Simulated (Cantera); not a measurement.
Cantera run:

```python
import numpy as np
import cantera as ct

gas_names = [...]  # 136 gases of nasa_gas.yaml made of C, H, N, O
cond_names = """
    C(gr) C6H6(L) C7H8(L) C8H18(L),n-octa H2O(s) H2O(L)
""".split()


# ... load() reads the species with a 1 bar reference pressure and builds the phases ...
atoms = {
    'acetone': {'C': 3, 'H': 6, 'O': 1},
    'O2': {'O': 2},
    'N2': {'N': 2},
    'CO2': {'C': 1, 'O': 2},
}
top_T = {'C(gr)': 4500}  # K; cautious upper limits of use, not melting points


# ... equilibrate(T, P, feed) seeds the gas with the atoms and calls Mixture.equilibrate('TP', solver="vcs", rtol=1e-11, max_steps=5000) ...
results = []
T = 2423  # K
P = 1900000  # Pa
for m in [0.18, 0.26, 0.34, 0.42, 0.5, 0.58, 0.66, 0.74, 0.82, 0.9, 0.98, 1.1]:
    feed = {'acetone': 1, 'O2': m, 'N2': 39, 'CO2': 0.05}  # mol
    mix = equilibrate(T, P, feed)
    results.append((T, P, feed, dict(zip(mix.species_names, mix.species_moles))))
    x = sorted(zip(gas.X, gas.species_names), reverse=True)
    print(f"T = {T:g} K  P = {P:g} Pa  n(O2) = {m:g} mol  gas = {mix.phase_moles(0):.4g} mol")
    print("   x: " + "  ".join(f"{s} {v:.3e}" for v, s in x if v > 0.001))
    print("   condensed (mol): " + ("  ".join(f"{mix.phase(i).name} {mix.phase_moles(i):.4g}"
          for i in range(1, mix.n_phases) if mix.phase_moles(i) > 1e-12) or "none"))
```

It prints:

```
T = 2423 K  P = 1.9e+06 Pa  n(O2) = 0.18 mol  gas = 43.48 mol
   x: N2 8.894e-01  H2 6.053e-02  CO 3.358e-02  HCN 1.347e-02  HNC 1.439e-03  H 1.001e-03
   condensed (mol): C(gr) 0.8956
T = 2423 K  P = 1.9e+06 Pa  n(O2) = 0.26 mol  gas = 43.64 mol
   x: N2 8.862e-01  H2 6.031e-02  CO 3.712e-02  HCN 1.342e-02  HNC 1.434e-03
   condensed (mol): C(gr) 0.7357
T = 2423 K  P = 1.9e+06 Pa  n(O2) = 0.34 mol  gas = 43.8 mol
   x: N2 8.829e-01  H2 6.009e-02  CO 4.064e-02  HCN 1.337e-02  HNC 1.429e-03
   condensed (mol): C(gr) 0.5757
T = 2423 K  P = 1.9e+06 Pa  n(O2) = 0.42 mol  gas = 43.96 mol
   x: N2 8.797e-01  H2 5.987e-02  CO 4.413e-02  HCN 1.332e-02  HNC 1.424e-03
   condensed (mol): C(gr) 0.4157
T = 2423 K  P = 1.9e+06 Pa  n(O2) = 0.5 mol  gas = 44.12 mol
   x: N2 8.765e-01  H2 5.965e-02  CO 4.759e-02  HCN 1.327e-02  HNC 1.418e-03
   condensed (mol): C(gr) 0.2557
T = 2423 K  P = 1.9e+06 Pa  n(O2) = 0.58 mol  gas = 44.28 mol
   x: N2 8.734e-01  H2 5.943e-02  CO 5.103e-02  HCN 1.323e-02  HNC 1.413e-03
   condensed (mol): C(gr) 0.09571
T = 2423 K  P = 1.9e+06 Pa  n(O2) = 0.66 mol  gas = 44.44 mol
   x: N2 8.709e-01  H2 5.993e-02  CO 5.445e-02  HCN 1.203e-02  HNC 1.285e-03
   condensed (mol): none
T = 2423 K  P = 1.9e+06 Pa  n(O2) = 0.74 mol  gas = 44.6 mol
   x: N2 8.694e-01  H2 6.149e-02  CO 5.784e-02  HCN 9.076e-03  H 1.009e-03
   condensed (mol): none
T = 2423 K  P = 1.9e+06 Pa  n(O2) = 0.82 mol  gas = 44.76 mol
   x: N2 8.679e-01  H2 6.303e-02  CO 6.121e-02  HCN 6.059e-03  H 1.021e-03
   condensed (mol): none
T = 2423 K  P = 1.9e+06 Pa  n(O2) = 0.9 mol  gas = 44.92 mol
   x: N2 8.665e-01  H2 6.457e-02  CO 6.454e-02  HCN 2.976e-03  H 1.034e-03
   condensed (mol): none
T = 2423 K  P = 1.9e+06 Pa  n(O2) = 0.98 mol  gas = 45.07 mol
   x: N2 8.653e-01  CO 6.750e-02  H2 6.568e-02  H 1.042e-03
   condensed (mol): none
T = 2423 K  P = 1.9e+06 Pa  n(O2) = 1.1 mol  gas = 45.07 mol
   x: N2 8.653e-01  CO 6.681e-02  H2 6.136e-02  H2O 4.683e-03  H 1.008e-03
   condensed (mol): none
```

Equilibrium computed with Cantera from the NASA thermochemical tables; the gas is ideal and each condensed phase is pure. The feed counts by its element totals alone.
